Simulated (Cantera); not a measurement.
Charge: 1 mol PbO, 0.082 mol H2, 14 mol N2, 0.27 mol CO, at 0.590 bar.

These are equilibrium values from Cantera (NASA tables, ideal gas, pure condensed phases), not measurements of a reactor. Candidate condensed phases: C, C6H6, C7H8, C8H18, H2O, Pb, PbO, PbO2, Pb3O4; 139 gas species. Mutual solubility and eutectic melting of coexisting phases are not modelled. Rates play no part.

Question: At 1073 K, list the 4 most abundant gas species with their mole fractions, and the condensed phases.

Answer: N2 0.975, CO2 0.0188, H2O 0.00571, Pb 0.000124. Condensed: Pb(l) + PbO(yellow).
